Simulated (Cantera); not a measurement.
Input (Python, Cantera) and output of one run.

```python
import numpy as np
import cantera as ct

gas_names = [...]  # 113 gases of nasa_gas.yaml made of C, Cu, H, O
cond_names = """
    C(gr) C6H6(L) C7H8(L) C8H18(L),n-octa Cu(cr) Cu(L) CuO(s) CuO2H2(s) Cu2O(s) Cu2O(L) H2O(s) H2O(L)
""".split()


# ... load() reads the species with a 1 bar reference pressure and builds the phases ...
atoms = {
    'CuO': {'Cu': 1, 'O': 1},
    'CH4': {'C': 1, 'H': 4},
    'CO': {'C': 1, 'O': 1},
}
top_T = {'C(gr)': 4500, 'CuO(s)': 1390}  # K; cautious upper limits of use, not melting points


# ... equilibrate(T, P, feed) seeds the gas with the atoms and calls Mixture.equilibrate('TP', solver="gibbs", rtol=1e-10, max_steps=50000) ...
results = []
feed = {'CuO': 1, 'CH4': 1.1, 'CO': 0.11}  # mol
T = 950  # K
for P in [10, 36, 130, 460, 1700, 6000, 22000, 77000, 280000, 1000000]:
    mix = equilibrate(T, P, feed)
    results.append((T, P, feed, dict(zip(mix.species_names, mix.species_moles))))

top = {s: max(r[3][s] / sum(r[3][g] for g in gas_names) for r in results) for s in gas_names}
cols = sorted((s for s in top if top[s] > 1e-06), key=lambda s: -top[s])[:6]
seen = [c for c in cond_names if any(r[3].get(c, 0) > 1e-12 for r in results)]
print("log10 of partial pressures in bar; condensed amounts in mol")
print(f"{'P/Pa':>10s}" + "".join(f"{s[:9]:>10s}" for s in cols + seen))
for T, P, feed, n in results:
    ng = sum(n[g] for g in gas_names)
    print(f"{P:10.4g}" + "".join(f"{np.log10(max(n[s] / ng * P / 1e5, 1e-99)):10.3f}" for s in cols)
          + "".join(f"{n.get(c, 0):10.4g}" for c in seen))
```

It prints:

```
log10 of partial pressures in bar; condensed amounts in mol
      P/Pa        H2        CO       H2O       CH4       CO2      C2H6     C(gr)    Cu(cr)
        10    -4.177    -4.475    -8.682    -9.131    -8.726   -18.038    0.1001         1
        36    -3.621    -3.918    -7.569    -8.018    -7.613   -16.369    0.1004         1
       130    -3.063    -3.361    -6.454    -6.903    -6.499   -14.696    0.1014         1
       460    -2.515    -2.814    -5.359    -5.805    -5.405   -13.050    0.1048         1
      1700    -1.947    -2.253    -4.230    -4.671    -4.283   -11.348    0.1173         1
      6000    -1.401    -1.727    -3.158    -3.578    -3.230    -9.710    0.1549         1
   2.2e+04    -0.845    -1.224    -2.099    -2.465    -2.224    -8.040    0.2466         1
   7.7e+04    -0.330    -0.805    -1.165    -1.437    -1.386    -6.497    0.3632         1
   2.8e+05     0.148    -0.439    -0.321    -0.480    -0.655    -5.062     0.418         1
     1e+06     0.553    -0.118     0.406     0.331    -0.012    -3.845    0.3904         1
```

These are equilibrium values from Cantera (NASA tables, ideal gas, pure condensed phases), not measurements of a reactor.
